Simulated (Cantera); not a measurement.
Ignition delay

Mixture: CH₄ : O₂ : N₂ : H₂O = 1 : 3.45 : 8.62 : 2.2 (molar parts), equivalence ratio 0.58, at 1.01 bar, adiabatic and at constant volume. Ignition delay is the time to a rise of 400 K.

Model: GRI-Mech 3.0 (53 species, 325 reactions), integrated in Cantera.

```json
[
 {"T0 (K)": "1250", "delay (ms)": "15.8"},
 {"T0 (K)": "1350", "delay (ms)": "4.54"},
 {"T0 (K)": "1450", "delay (ms)": "1.47"},
 {"T0 (K)": "1550", "delay (ms)": "0.543"},
 {"T0 (K)": "1650", "delay (ms)": "0.231"},
 {"T0 (K)": "1750", "delay (ms)": "0.111"},
 {"T0 (K)": "1850", "delay (ms)": "0.0593"},
 {"T0 (K)": "1950", "delay (ms)": "0.0341"}
]
```

```yaml
apparent activation energy between 1750 and 1950 K: 170 kJ/mol
```
